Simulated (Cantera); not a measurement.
What does this Cantera script print?

```python
import numpy as np
import cantera as ct

gas = ct.Solution("gri30.yaml")
gas.TPX = 1375, 1700000, {'CH4': 1, 'CO2': 0.67, 'H2': 0.17}
reactor = ct.IdealGasConstPressureReactor(gas, energy="off", clone=False)
net = ct.ReactorNet([reactor])
net.rtol, net.atol = 1e-08, 1e-18
show = ['CH4', 'CO2', 'H2', 'CH2O', 'HCO']
times = np.geomspace(2e-05, 200, 15)

steps = ct.SolutionArray(gas, extra=["t"])
rows = []
print(f"{'t/s':>10s}{'T/K':>9s}{'P/Pa':>11s}" + "".join(f"{s:>11s}" for s in show))
for t in times:
    while net.time < t:
        t_next = net.step()
        steps.append(gas.state, t=t_next)
    rows.append([np.interp(t, steps.t, y) for y in (steps.T, steps.P, *steps(*show).X.T)])
    print(f"{t:10.3e}{rows[-1][0]:9.1f}{rows[-1][1]:11.4g}" + "".join(f"{x:11.3e}" for x in rows[-1][2:]))
rate = np.gradient(steps.T, steps.t)
print("integrator steps:", len(steps.t))
if steps.T.max() > steps.T[0] + 200:
    print(f"time of steepest temperature rise: {steps.t[rate.argmax()]:.4e} s")
gas.TPX = 1375, 1700000, {'CH4': 1, 'CO2': 0.67, 'H2': 0.17}
gas.equilibrate("TP")
print(f"equilibrium (TP): T = {gas.T:.1f} K  " + "  ".join(f"{s} {gas[s].X[0]:.3e}" for s in show))
```

Result:

```
       t/s      T/K       P/Pa        CH4        CO2         H2       CH2O        HCO
 2.000e-05   1375.0    1.7e+06  5.435e-01  3.641e-01  9.239e-02  5.535e-11  4.331e-16
 6.325e-05   1375.0    1.7e+06  5.435e-01  3.641e-01  9.239e-02  1.098e-09  1.132e-14
 2.000e-04   1375.0    1.7e+06  5.434e-01  3.641e-01  9.240e-02  7.530e-09  7.971e-14
 6.325e-04   1375.0    1.7e+06  5.434e-01  3.641e-01  9.242e-02  2.667e-08  2.938e-13
 2.000e-03   1375.0    1.7e+06  5.431e-01  3.640e-01  9.248e-02  6.921e-08  9.176e-13
 6.325e-03   1375.0    1.7e+06  5.423e-01  3.637e-01  9.272e-02  1.179e-07  2.606e-12
 2.000e-02   1375.0    1.7e+06  5.396e-01  3.624e-01  9.379e-02  1.398e-07  7.716e-12
 6.325e-02   1375.0    1.7e+06  5.305e-01  3.578e-01  9.770e-02  1.489e-07  2.558e-11
 2.000e-01   1375.0    1.7e+06  5.035e-01  3.419e-01  1.084e-01  1.755e-07  1.069e-10
 6.325e-01   1375.0    1.7e+06  4.391e-01  2.885e-01  1.179e-01  2.939e-07  5.708e-10
 2.000e+00   1375.0    1.7e+06  3.500e-01  1.820e-01  1.029e-01  5.746e-07  1.757e-09
 6.325e+00   1375.0    1.7e+06  3.256e-01  1.448e-01  1.052e-01  6.321e-07  2.428e-09
 2.000e+01   1375.0    1.7e+06  3.288e-01  1.299e-01  1.219e-01  5.612e-07  3.040e-09
 6.325e+01   1375.0    1.7e+06  3.191e-01  1.027e-01  1.577e-01  5.386e-07  4.217e-09
 2.000e+02   1375.0    1.7e+06  2.825e-01  6.911e-02  2.193e-01  6.443e-07  5.927e-09
integrator steps: 1313
equilibrium (TP): T = 1375.0 K  CH4 1.076e-01  CO2 1.124e-03  H2 4.688e-01  CH2O 1.525e-06  HCO 1.133e-08
```

Cantera simulation using GRI-Mech 3.0 (53 species, 325 reactions); the numbers are that mechanism's predictions, not measurements. The pressure lies above the range GRI-Mech 3.0 was tuned for (to about 10 atm).
